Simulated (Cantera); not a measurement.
# Equilibrium for abatement and gas-phase synthesis: SF₆ + H₂O + N₂

Input: 1 mol SF₆, 9.1 mol H₂O, 6.8 mol N₂, equilibrated at 2200000 Pa.

Method: chemical equilibrium by Gibbs-energy minimisation in Cantera with the NASA 1993 tables (ideal gas, pure condensed phases). Candidate condensed phases: H₂O, H₂SO₄, S; 62 gas species. The numbers say what is thermodynamically allowed, not how fast it happens.

| T (K) | x N₂ | x H₂O | x HF | x SO₂ | x O₂ |
|---|---|---|---|---|---|
| 1975 | 0.333 | 0.298 | 0.294 | 0.0488 | 0.0235 |
| 2025 | 0.332 | 0.298 | 0.294 | 0.0488 | 0.0233 |
| 2075 | 0.332 | 0.298 | 0.294 | 0.0488 | 0.0232 |
| 2125 | 0.332 | 0.298 | 0.294 | 0.0488 | 0.0230 |
| 2175 | 0.332 | 0.297 | 0.294 | 0.0488 | 0.0228 |
| 2225 | 0.332 | 0.297 | 0.294 | 0.0488 | 0.0226 |
| 2275 | 0.331 | 0.296 | 0.294 | 0.0488 | 0.0224 |
| 2325 | 0.331 | 0.296 | 0.294 | 0.0487 | 0.0223 |
| 2375 | 0.331 | 0.295 | 0.293 | 0.0487 | 0.0221 |
| 2425 | 0.330 | 0.294 | 0.293 | 0.0486 | 0.0219 |
| 2475 | 0.330 | 0.293 | 0.293 | 0.0485 | 0.0217 |
| 2525 | 0.330 | 0.291 | 0.293 | 0.0483 | 0.0216 |
| 2575 | 0.329 | 0.290 | 0.293 | 0.0481 | 0.0215 |
| 2625 | 0.328 | 0.288 | 0.292 | 0.0479 | 0.0214 |
x: gas mole fraction; nothing condenses.

From 1975 K to 2625 K nothing is condensed.
